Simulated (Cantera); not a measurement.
Stirred combustor or abatement burner

A perfectly stirred reactor is fed with H₂ : O₂ : N₂ = 1 : 0.617 : 2.32 (molar parts), at 6.12 atm; it is adiabatic with a 448 K inlet, and is followed from long to short residence time, starting on the burning branch (τ in s: 0.14, 0.063, 0.029, 0.013, 0.006, 0.0027, 0.0012, 0.00057, 0.00026, 0.00012, 5.4e-05, 2.5e-05).

Model: the H2/O2 subset of GRI-Mech 3.0, which has no nitrogen chemistry, integrated in Cantera. The hydrogen kinetics of GRI-Mech 3.0 are dated; newer H2 mechanisms differ, most at raised pressure.

```
τ (s)    T (K)     x H₂    x O₂   x H₂O₂    x HO₂  x H₂O
-------  -----  -------  ------  -------  -------  -----
0.14      2313  0.00143  0.0332  5.95e-7  5.68e-6  0.286
0.063     2313  0.00145  0.0332  5.96e-7  5.71e-6  0.286
0.029     2312  0.00148  0.0332  5.98e-7  5.75e-6  0.286
0.013     2311  0.00155  0.0332  6.04e-7  5.86e-6  0.286
0.0060    2310  0.00170  0.0332  6.16e-7  6.09e-6  0.286
0.0027    2306  0.00201  0.0333  6.42e-7  6.61e-6  0.285
0.0012    2297  0.00264  0.0334  6.96e-7  7.73e-6  0.284
0.00057   2284  0.00369  0.0336  7.88e-7  9.78e-6  0.282
0.00026   2261  0.00550  0.0340  9.46e-7  1.38e-5  0.279
0.00012   2226  0.00824  0.0348  1.17e-6  2.09e-5  0.274
5.4e-5    2171   0.0123  0.0362  1.49e-6  3.33e-5  0.267
2.5e-5    2098   0.0175  0.0383  1.91e-6  5.24e-5  0.258
```
x: mole fraction; the columns are a selection and need not sum to one.
